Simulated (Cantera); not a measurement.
What does this Cantera script print?

```python
import numpy as np
import cantera as ct

gas = ct.Solution("gri30.yaml")


def delay(T, t_max=10):
    gas.TPX = T, 500000, {'CH4': 1, 'O2': 3.51, 'N2': 13.2, 'CO2': 1}
    reactor = ct.IdealGasConstPressureReactor(gas, clone=False)
    net = ct.ReactorNet([reactor])
    net.rtol, net.atol = 1e-8, 1e-16
    while net.time < t_max:
        t_old, T_old = net.time, reactor.T
        net.step()
        if reactor.T > T + 400:  # ignition: a rise of 400 K
            return t_old + (T + 400 - T_old) / (reactor.T - T_old) * (net.time - t_old)
    return np.nan


taus = []
for T in [1200, 1250, 1300, 1350, 1400, 1450, 1500]:
    taus.append(delay(T))
    print(f"T0 = {T:6g} K   tau = {taus[-1]:.4e} s")
```

Result:

```
T0 =   1200 K   tau = 8.1604e-03 s
T0 =   1250 K   tau = 4.3653e-03 s
T0 =   1300 K   tau = 2.4076e-03 s
T0 =   1350 K   tau = 1.3666e-03 s
T0 =   1400 K   tau = 7.9726e-04 s
T0 =   1450 K   tau = 4.7779e-04 s
T0 =   1500 K   tau = 2.9412e-04 s
```

Computed with Cantera and GRI-Mech 3.0 (53 species, 325 reactions).
